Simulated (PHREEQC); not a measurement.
# Copper plating or etch bath (model solution)

Solution (54 °C): 1.6 mmol/kgw Cu(NO3)2, 1 mmol/kgw H2SO4 and 0.11 mmol/kgw Na2SO4. Closed to the air; pH follows from the charge balance.

Equilibrium calculation in PHREEQC: ion-association model, wateq4f.dat.

```yaml
pH: 2.78
ionic_strength: 0.00720 mol/kgw
total_alkalinity: -2.00 meq/kg
```

```tsv
species	molality	activity	log γ
NO3-	0.00320	0.00290	-0.042
H+	0.00181	0.00166	-0.036
Cu+2	0.00146	0.00102	-0.156
SO4-2	0.000782	0.000540	-0.161
Na+	0.000219	0.000200	-0.041
HSO4-	0.000193	0.000175	-0.041
CuSO4	0.000135	0.000135	0.001
NaSO4-	7.01e-7	6.39e-7	-0.040
CuOH+	6.76e-9	6.15e-9	-0.041
```

This is a speciation only: nothing precipitates in the calculation. At this temperature some constants are extrapolated from 25 °C, and those without enthalpy data are left unchanged.
